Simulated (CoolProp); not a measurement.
Properties of benzene at several states (Tc = 288.9 °C, pc = 4.906 MPa, ω = 0.211).

Computed with CoolProp (reference Helmholtz-energy equation of state, Thol 2012).

| T (°C) | p (MPa) | phase | density (kg/m³) | cv (kJ/(kg K)) | isothermal compressibility (1/MPa) | fugacity coefficient |
|---|---|---|---|---|---|---|
| 239.25 | 4.46 | liquid | 601.3 | 1.830 | 0.01262 | 0.4643 |
| 309.45 | 2.84 | gas | (withheld) | 1.960 | 0.4578 | (withheld) |
| 337.55 | 0.0248 | gas | 0.3820 | 1.968 | 40.38 | 0.9987 |
| 29.15 | 0.0127 | gas | 0.3974 | (withheld) | 79.29 | 0.9931 |
| 113.15 | 1.42 | liquid | 777.1 | (withheld) | 0.002099 | 0.1740 |
| 300.65 | 0.104 | gas | 1.714 | 1.881 | 9.681 | 0.9933 |

Problem. Fill in the missing entries.

Solution. 
- 309.45, density (kg/m³): 57.35
- 309.45, fugacity coefficient: 0.8297
- 29.15, cv (kJ/(kg K)): 0.9562
- 113.15, cv (kJ/(kg K)): 1.468
